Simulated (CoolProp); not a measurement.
Vapour-liquid equilibrium of R125 (1) + n-butane (2) at 0.664 MPa; x and y are mole fractions of (1).

The numbers come from the multi-fluid Helmholtz-energy mixture model, Lemmon 2005 and Bücker 2006; pair parameters Bell 2016 in CoolProp.

Task: Give the bubble temperature and the first vapour's composition at x = 0.05, 0.2, 0.8. Is there an azeotrope?

Result: x = 0.05: 316.7 K, y = 0.361; x = 0.2: 290.0 K, y = 0.727; x = 0.8: 274.8 K, y = 0.896. No azeotrope shows between x = 0.05 and 0.95.

The pair parameters rest on a limited set of measurements; away from them the model extrapolates. With so large a gap from Raoult's law the liquid may split in two, which this calculation doesn't test in full.
